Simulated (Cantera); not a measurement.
A freely propagating, adiabatic, planar premixed flame of 31.6 % H2, 14.4 % O2, 54.0 % N2, equivalence ratio 1.1, unburnt at 350 K and 0.510 bar; mixture-averaged transport, grid criteria slope 0.08 and curve 0.16, no radiation.

Detailed kinetics in Cantera: the H2/O2 subset of GRI-Mech 3.0, which has no nitrogen chemistry. Burning velocities carry a grid error of a few per cent, more on coarse grids.

x: mole fraction of selected species; z is measured from the peak of heat release.

| z (mm) | T (K) | u (m/s) | x H2 | x O2 | x H2O2 | x O | x HO2 | x OH |
|---|---|---|---|---|---|---|---|---|
| -2.71 | 350 | 3.13 | 0.316 | 0.144 | <1e-8 | <1e-8 | <1e-8 | <1e-8 |
| -1.81 | 350 | 3.13 | 0.316 | 0.144 | <1e-8 | <1e-8 | <1e-8 | <1e-8 |
| -1.35 | 350 | 3.13 | 0.316 | 0.144 | <1e-8 | <1e-8 | <1e-8 | <1e-8 |
| -0.903 | 350 | 3.13 | 0.316 | 0.144 | <1e-8 | <1e-8 | <1e-8 | <1e-8 |
| -0.452 | 355 | 3.16 | 0.313 | 0.144 | 1.61e-6 | 4.05e-7 | ? | 2.15e-6 |
| -0.226 | 581 | 5.03 | 0.281 | 0.141 | 7.44e-5 | 0.000115 | ? | 0.00101 |
| 0 | 1076 | 8.97 | 0.181 | 0.107 | 4.83e-6 | 0.00356 | ? | 0.00215 |
| 0.226 | 1411 | 11.6 | 0.0830 | 0.0459 | 2.41e-6 | 0.00967 | ? | 0.00715 |
| 0.452 | 1566 | 12.8 | 0.0581 | 0.0255 | 1.59e-6 | 0.0105 | ? | 0.0103 |
| 0.903 | 1721 | 14.0 | 0.0557 | 0.0196 | 8.49e-7 | 0.00942 | ? | 0.0129 |
| 1.81 | 1879 | 15.1 | 0.0554 | 0.0160 | 4.30e-7 | 0.00752 | ? | 0.0144 |
| 3.61 | 2031 | 16.1 | 0.0529 | 0.0123 | 2.35e-7 | 0.00537 | ? | 0.0148 |
| 7.23 | 2166 | 17.0 | 0.0488 | 0.00880 | 1.46e-7 | 0.00343 | ? | 0.0137 |

Q: Fill in the missing entries.

A: 
- -0.452, x HO2: 2.73e-5
- -0.226, x HO2: 0.000222
- 0, x HO2: 6.36e-5
- 0.226, x HO2: 2.33e-5
- 0.452, x HO2: 1.16e-5
- 0.903, x HO2: 7.57e-6
- 1.81, x HO2: 5.20e-6
- 3.61, x HO2: 3.42e-6
- 7.23, x HO2: 2.18e-6
